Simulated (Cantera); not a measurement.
An isothermal, constant-pressure homogeneous reactor starts with H2 : O2 : N2 = 0.24 : 1 : 0.14 (molar parts), equivalence ratio 0.12, at 1248 K and 350 Pa.

Detailed kinetics in Cantera: GRI-Mech 3.0 (53 species, 325 reactions). Radical loss at walls, strong at low pressure, is not modelled. The temperature is held fixed by assumption; the heat of reaction is taken as removed at once.

x: mole fraction; the columns are a selection and need not sum to one.

| t (s) | x H2 | x O2 | x HO2 | x H2O2 | x NO |
|---|---|---|---|---|---|
| 0.000600 | 0.174 | 0.725 | 4.36e-8 | 7.19e-11 | <1e-12 |
| 0.00270 | 0.173 | 0.724 | … | … | <1e-12 |
| 0.0121 | … | 0.620 | 1.62e-6 | … | … |
| 0.0545 | 0.00691 | 0.632 | 1.69e-6 | 6.42e-8 | 3.04e-7 |
| 0.245 | 0.00367 | 0.668 | 1.74e-6 | 7.89e-8 | 7.50e-7 |
| 1.10 | 0.000375 | 0.695 | 8.47e-7 | 5.03e-8 | 8.64e-7 |
| 4.95 | 2.01e-5 | 0.698 | 1.08e-7 | 1.20e-8 | 8.67e-7 |
| 22.2 | 1.97e-6 | 0.698 | 1.79e-8 | 2.60e-9 | 8.67e-7 |
| 100 | 3.18e-7 | 0.698 | 1.37e-8 | 6.43e-10 | 8.67e-7 |

Q: Fill in the missing entries.

A: 
- 0.00270, x HO2: 3.89e-7
- 0.00270, x H2O2: 1.69e-9
- 0.0121, x H2: 0.00776
- 0.0121, x H2O2: 5.83e-8
- 0.0121, x NO: 5.45e-8
